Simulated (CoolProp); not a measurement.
Vapour-liquid equilibrium of R125 (1) + R115 (2) at 314.8 K; x and y are mole fractions of (1).

Values from CoolProp's multi-fluid Helmholtz-energy mixture model, Lemmon 2005 and Lemmon 2016; pair parameters Bell 2016.

Give the bubble pressure and the first vapour's composition at x = 0.05, 0.65, 0.8. Is there an azeotrope?

x = 0.05: 1445 kPa, y = 0.083; x = 0.65: 2020 kPa, y = 0.685; x = 0.8: 2076 kPa, y = 0.812. y crosses x between x = 0.875 and 0.95: the model has an azeotrope there.

The pair parameters rest on a limited set of measurements; away from them the model extrapolates.
